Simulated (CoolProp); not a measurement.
c-C4F8 (RC318) along the isobar 354 kPa: fugacity coefficient from the reference equation and from simpler models built on Tc = 388.4 K, pc = 2778 kPa, ω = 0.355; each cubic takes its own stable root.

Computed with CoolProp (reference Helmholtz-energy equation of state, Platzer 1990). This equation is an older, rougher fit.

```json
[
 {"T (K)": "386.6", "phase": "gas", "reference": "0.9576", "van der Waals": "0.9619", "Redlich-Kwong": "0.9563", "Peng-Robinson": "0.9515"},
 {"T (K)": "394.7", "phase": "gas", "reference": "0.9605", "van der Waals": "0.9637", "Redlich-Kwong": "0.9589", "Peng-Robinson": "0.9547"},
 {"T (K)": "402.8", "phase": "gas", "reference": "0.9632", "van der Waals": "0.9655", "Redlich-Kwong": "0.9612", "Peng-Robinson": "0.9577"},
 {"T (K)": "410.9", "phase": "gas", "reference": "0.9657", "van der Waals": "0.9671", "Redlich-Kwong": "0.9634", "Peng-Robinson": "0.9604"},
 {"T (K)": "419", "phase": "gas", "reference": "0.9680", "van der Waals": "0.9687", "Redlich-Kwong": "0.9654", "Peng-Robinson": "0.9630"},
 {"T (K)": "427.1", "phase": "gas", "reference": "0.9702", "van der Waals": "0.9701", "Redlich-Kwong": "0.9673", "Peng-Robinson": "0.9653"},
 {"T (K)": "435.2", "phase": "gas", "reference": "0.9721", "van der Waals": "0.9715", "Redlich-Kwong": "0.9691", "Peng-Robinson": "0.9675"},
 {"T (K)": "443.3", "phase": "gas", "reference": "0.9739", "van der Waals": "0.9728", "Redlich-Kwong": "0.9708", "Peng-Robinson": "0.9696"},
 {"T (K)": "451.4", "phase": "gas", "reference": "0.9756", "van der Waals": "0.9740", "Redlich-Kwong": "0.9723", "Peng-Robinson": "0.9715"},
 {"T (K)": "459.5", "phase": "gas", "reference": "0.9772", "van der Waals": "0.9751", "Redlich-Kwong": "0.9738", "Peng-Robinson": "0.9733"},
 {"T (K)": "467.6", "phase": "gas", "reference": "0.9787", "van der Waals": "0.9762", "Redlich-Kwong": "0.9751", "Peng-Robinson": "0.9750"},
 {"T (K)": "475.7", "phase": "gas", "reference": "0.9800", "van der Waals": "0.9773", "Redlich-Kwong": "0.9764", "Peng-Robinson": "0.9766"},
 {"T (K)": "483.8", "phase": "gas", "reference": "0.9813", "van der Waals": "0.9782", "Redlich-Kwong": "0.9776", "Peng-Robinson": "0.9780"},
 {"T (K)": "491.9", "phase": "gas", "reference": "0.9825", "van der Waals": "0.9791", "Redlich-Kwong": "0.9787", "Peng-Robinson": "0.9794"},
 {"T (K)": "500", "phase": "gas", "reference": "0.9836", "van der Waals": "0.9800", "Redlich-Kwong": "0.9798", "Peng-Robinson": "0.9807"}
]
```
